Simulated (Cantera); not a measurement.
Nitride etching: Si₃N₄ + HCl + H₂ + Cl₂

A closed system holds: 1 mol Si₃N₄, 46 mol HCl, 0.35 mol H₂, 35 mol Cl₂, held at 627 °C and 0.100 bar.

Cantera equilibrium calculation (NASA polynomials, part measured and part estimated; ideal gas, pure solids and liquids). Candidate condensed phases: NH₄Cl, Si, Si₃N₄; 28 gas species. Rates play no part.

```yaml
x(HCl): 0.581
x(Cl₂): 0.356
x(SiCl₄): 0.0373
x(N₂): 0.0249
x(Cl): 0.000140
gas_amount: 80.36 mol
log10 activity of Si(s) (absent): -31.09
```
